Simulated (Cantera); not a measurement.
A closed system holds: 1 mol Hg, 7.3 mol H2, held at 327 °C and 1.00 bar.

These are equilibrium values from Cantera (NASA tables, ideal gas, pure condensed phases), not measurements of a reactor. Candidate condensed phases: Hg; 3 gas species. Rates play no part.

Base state: H2 0.880, Hg 0.120 (mole fractions); condensed: gas only.

What changes in the equilibrium state with this change: Hg replaced by HgO?


```csv
species,before,after
H2,0.880,0.759
H2O,0,0.120
Hg,0.120,0.120
```
Further candidate phases: H2O, HgO.
